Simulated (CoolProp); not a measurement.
Vapour-liquid equilibrium of CH2F2 (R32) (1) + R1234yf (2) at 1.85 MPa; x and y are mole fractions of (1).

Computed with CoolProp (multi-fluid Helmholtz-energy mixture model, Tillner-Roth 1997 and Lemmon 2022; pair parameters Bell 2023).

```tsv
x	bubble temperature, mixture model (K)	bubble temperature, Raoult's law (K)	y, mixture model	y, Raoult's law
0.05	335.0	335.5	0.093	0.112
0.2	325.4	327.5	0.337	0.375
0.35	317.8	321.0	0.520	0.565
0.5	312.1	315.5	0.656	0.708
0.65	307.9	310.7	0.764	0.819
0.8	304.7	306.5	0.861	0.907
0.95	302.2	302.7	0.962	0.979
```

The largest gap from Raoult's law is -3.4 K in bubble temperature, at x = 0.5. No azeotrope shows between x = 0.05 and 0.95.

Pair parameters are fitted to limited data, so mixtures are less certain than the pure fluids.
